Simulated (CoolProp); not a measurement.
Aqueous propylene glycol as a coolant, 20 % by mass, freezing at -7.2 °C, 1 atm.

Model: Melinder's fits for secondary coolants, in CoolProp.

```
T (°C)  conductivity (W/(m K))  viscosity (mPa s)  Prandtl number  cp (kJ/(kg K))
------  ----------------------  -----------------  --------------  --------------
-3.3                     0.468               5.00            42.0           3.929
2.4                      0.474                [?]            32.4           3.941
8.1                      0.480               3.09            25.5           3.952
13.8                     0.486               2.50            20.4             [?]
19.5                     0.492               2.06            16.7             [?]
25.2                     0.498               1.73             [?]           3.988
30.9                       [?]               1.47            11.7           4.000
```

Question: Complete the blanks.

Answer: 
- 2.4, viscosity (mPa s): 3.89
- 13.8, cp (kJ/(kg K)): 3.964
- 19.5, cp (kJ/(kg K)): 3.976
- 25.2, Prandtl number: 13.9
- 30.9, conductivity (W/(m K)): 0.503
